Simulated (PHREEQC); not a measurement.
Solution (25 °C): 0.28 mol/kgw KH2PO4 and 7.7e-05 mol/kgw H3PO4. Closed to the air; pH follows from the charge balance.

Equilibrium calculation in PHREEQC: ion-association model, wateq4f.dat.

Precipitation was switched off in this run.

**Question.** Predict the pH.

**Answer.** pH 4.35.

H3PO4, which wateq4f.dat lacks, is added to it with the constant of phreeqc.dat.
